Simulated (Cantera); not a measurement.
A perfectly stirred reactor is fed with H2 : O2 = 0.0082 : 1 (molar parts), at 6.08 Torr; it is held at 1473 K, and followed from long to short residence time.

Cantera simulation using GRI-Mech 3.0 (53 species, 325 reactions); the numbers are that mechanism's predictions, not measurements. Radical loss at walls, strong at low pressure, is not modelled.

What does this change do: pressure from 6.08 Torr to 2.93 Torr?


| quantity | before | after |
|---|---|---|
| x(H2) at τ = 25.0 s | 5.53e-6 | 1.08e-5 |
| x(O2) at τ = 25.0 s | 0.990 | 0.989 |
| x(OH) at τ = 25.0 s | 0.000518 | 0.000767 |
| x(O) at τ = 25.0 s | 0.00115 | 0.00256 |
| x(H2O) at τ = 25.0 s | 0.00789 | 0.00774 |
| x(H2) at τ = 0.260 s | 5.42e-5 | 8.51e-5 |
| x(O2) at τ = 0.260 s | 0.985 | 0.984 |
| x(OH) at τ = 0.260 s | 0.00122 | 0.00130 |
| x(O) at τ = 0.260 s | 0.00635 | 0.00690 |
| x(H2O) at τ = 0.260 s | 0.00740 | 0.00732 |
